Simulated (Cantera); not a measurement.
Input: 1 mol AlCl3, 0.22 mol H2O, 7.5 mol N2, held at 1600 Pa.

Cantera equilibrium calculation (NASA polynomials, part measured and part estimated; ideal gas, pure solids and liquids). Candidate condensed phases: Al, AlCl3, AlN, Al2O3, H2O, NH4Cl; 45 gas species. The tables' values for AlCl2 are old estimates; treat these amounts as uncertain. Equilibrium is a limit: real reactors are often held back by kinetics, nucleation or transport.

Task: At 1400 K, list the 4 most abundant gas species with their mole fractions, and the condensed phases.

Result: N2 0.853, AlCl3 0.0969, HCl 0.0499, Cl 0.000203. Condensed: Al2O3(s).
